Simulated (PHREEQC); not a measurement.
Make-up at 15 °C: 21 mmol/kgw FeCl3 and 0.085 mmol/kgw NaF. Closed to the air; pH follows from the charge balance.

The numbers come from PHREEQC with the ion-association model, wateq4f.dat.

```json
{
 "pH": "2.21",
 "ionic_strength": "0.106 mol/kgw",
 "total_alkalinity": "-42.0 meq/kg"
}
```

```csv
species,molality,activity,log γ
Cl-,0.0578,0.0441,-0.117
Fe+3,0.00912,0.00162,-0.751
H+,0.00745,0.00615,-0.083
FeCl+2,0.00415,0.00155,-0.426
FeOH+2,0.00247,0.000924,-0.426
Fe2(OH)2+4,0.00183,3.53e-5,-1.716
```

Precipitation was switched off in this run. Examples of supersaturated solids here: Hematite (slow to form), Goethite (slow to form). Others may be too. Fluoro complexes past AlF4- and FeF3 are missing from the database.
